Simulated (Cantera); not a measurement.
A freely propagating, adiabatic, planar premixed flame of CO : H₂ : CH₄ : O₂ : N₂ : H₂O = 1 : 1.1 : 0.064 : 0.982 : 3.69 : 0.39 (molar parts), unburnt at 623 K and 0.133 bar; unity-Lewis-number transport, grid criteria slope 0.08 and curve 0.16, no radiation.

Computed with Cantera and GRI-Mech 3.0 (53 species, 325 reactions). Unity Lewis numbers drop preferential diffusion, which matters most where H2 and H carry the flame. Burning velocities carry a grid error of a few per cent, more on coarse grids.

Problem. Predict: laminar burning velocity; thermal thickness; peak x(HO₂); peak x(OH); peak x(CH₃).

Solution. 
* **laminar burning velocity**: 275 cm/s
* **thermal thickness**: 4.00 mm
* **peak x(HO₂)**: 4.99e-5
* **peak x(OH)**: 0.0138
* **peak x(CH₃)**: 7.78e-5
